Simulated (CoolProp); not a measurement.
Vapour-liquid equilibrium of CH2F2 (R32) (1) + R1234yf (2) at 233.2 K; x and y are mole fractions of (1).

Model: multi-fluid Helmholtz-energy mixture model, Tillner-Roth 1997 and Lemmon 2022; pair parameters Bell 2023, in CoolProp.

### Question
Give the bubble pressure and the first vapour's composition at x = 0.35, 0.85, 0.95. Is there an azeotrope?

### Answer
x = 0.35: 0.1266 MPa, y = 0.653; x = 0.85: 0.1706 MPa, y = 0.904; x = 0.95: 0.1758 MPa, y = 0.963. No azeotrope shows between x = 0.05 and 0.95.

The pair parameters rest on a limited set of measurements; away from them the model extrapolates.
